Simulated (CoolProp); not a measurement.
Vapour pressure (kPa) of isopentane: the reference equation beside estimates from Tc = 460.3 K, pc = 3378 kPa, ω = 0.227. Clausius-Clapeyron is anchored at 381.6 K with a constant enthalpy of vaporisation of 19.06 kJ/mol.

Model: reference Helmholtz-energy equation of state, Lemmon 2006, in CoolProp. It is a short technical equation, of lower accuracy than the large ones.

| T (K) | reference | Clausius-Clapeyron | Redlich-Kwong | Peng-Robinson |
|---|---|---|---|---|
| 367.7 | 641.0 | 687.4 | 821.6 | 640.3 |
| 374.7 | 746.5 | 772.3 | 938.3 | 746.5 |
| 381.6 | 862.7 | 862.7 | 1064 | 863.5 |
| 388.6 | 993.7 | 961.3 | 1203 | 995.7 |
| 395.5 | 1137 | 1066 | 1351 | 1140 |
| 402.5 | 1297 | 1179 | 1514 | 1302 |
| 409.4 | 1471 | 1297 | 1686 | 1478 |
| 416.4 | (withheld) | 1425 | 1875 | (withheld) |
| 423.3 | (withheld) | 1559 | 2073 | (withheld) |
| 430.3 | 2104 | 1703 | 2288 | 2119 |
| 437.3 | 2358 | 1855 | 2518 | 2374 |
| 444.2 | 2631 | (withheld) | (withheld) | 2648 |

Question: What belongs in the gaps?

Answer: 
- 416.4, reference: 1664
- 416.4, Peng-Robinson: 1674
- 423.3, reference: 1873
- 423.3, Peng-Robinson: 1885
- 444.2, Clausius-Clapeyron: 2012
- 444.2, Redlich-Kwong: 2758

Absolute difference from the reference over all 12 rows, mean and median: Clausius-Clapeyron 11.3 and 10.5 %, Redlich-Kwong 16.0 and 15.7 %, Peng-Robinson 0.4 and 0.4 %.
